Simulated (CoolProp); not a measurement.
Saturated liquid density (kg/m³) of acetone: the reference equation beside estimates from Tc = 235.0 °C, pc = 4.692 MPa, ω = 0.307. Rackett uses Z = 0.29056 − 0.08775 ω.

The numbers come from the reference Helmholtz-energy equation of state, Lemmon 2006 in CoolProp. It is a short technical equation, of lower accuracy than the large ones.

```json
[
 {"T (°C)": "-26.55", "reference": "840.6", "Rackett": "737.2", "van der Waals": "426.4", "Redlich-Kwong": "633.6", "Soave-Redlich-Kwong": "649.7", "Peng-Robinson": "730.3"},
 {"T (°C)": "-12.15", "reference": "825.2", "Rackett": "724.3", "van der Waals": "419.7", "Redlich-Kwong": "622.6", "Soave-Redlich-Kwong": "640.3", "Peng-Robinson": "720.4"},
 {"T (°C)": "2.15", "reference": "809.8", "Rackett": "711.2", "van der Waals": "412.8", "Redlich-Kwong": "611.1", "Soave-Redlich-Kwong": "630.4", "Peng-Robinson": "709.9"},
 {"T (°C)": "16.45", "reference": "794.1", "Rackett": "697.7", "van der Waals": "405.6", "Redlich-Kwong": "599.0", "Soave-Redlich-Kwong": "619.9", "Peng-Robinson": "698.6"},
 {"T (°C)": "30.85", "reference": "778.1", "Rackett": "683.7", "van der Waals": "398.1", "Redlich-Kwong": "586.2", "Soave-Redlich-Kwong": "608.5", "Peng-Robinson": "686.5"},
 {"T (°C)": "45.15", "reference": "761.7", "Rackett": "669.4", "van der Waals": "390.3", "Redlich-Kwong": "572.7", "Soave-Redlich-Kwong": "596.4", "Peng-Robinson": "673.5"},
 {"T (°C)": "59.45", "reference": "744.9", "Rackett": "654.7", "van der Waals": "382.2", "Redlich-Kwong": "558.5", "Soave-Redlich-Kwong": "583.5", "Peng-Robinson": "659.5"},
 {"T (°C)": "73.85", "reference": "727.5", "Rackett": "639.3", "van der Waals": "373.6", "Redlich-Kwong": "543.4", "Soave-Redlich-Kwong": "569.4", "Peng-Robinson": "644.2"},
 {"T (°C)": "88.15", "reference": "709.4", "Rackett": "623.4", "van der Waals": "364.6", "Redlich-Kwong": "527.4", "Soave-Redlich-Kwong": "554.4", "Peng-Robinson": "627.8"},
 {"T (°C)": "102.45", "reference": "690.5", "Rackett": "606.8", "van der Waals": "355.1", "Redlich-Kwong": "510.5", "Soave-Redlich-Kwong": "538.1", "Peng-Robinson": "609.9"},
 {"T (°C)": "116.85", "reference": "670.5", "Rackett": "589.3", "van der Waals": "345.0", "Redlich-Kwong": "492.3", "Soave-Redlich-Kwong": "520.4", "Peng-Robinson": "590.2"},
 {"T (°C)": "131.15", "reference": "649.4", "Rackett": "570.8", "van der Waals": "334.2", "Redlich-Kwong": "472.9", "Soave-Redlich-Kwong": "501.1", "Peng-Robinson": "568.6"}
]
```

Absolute difference from the reference over all 12 rows, mean and median: Rackett 12.1 and 12.1 %, van der Waals 48.8 and 48.7 %, Redlich-Kwong 25.3 and 24.9 %, Soave-Redlich-Kwong 22.1 and 22.0 %, Peng-Robinson 12.0 and 11.9 %.
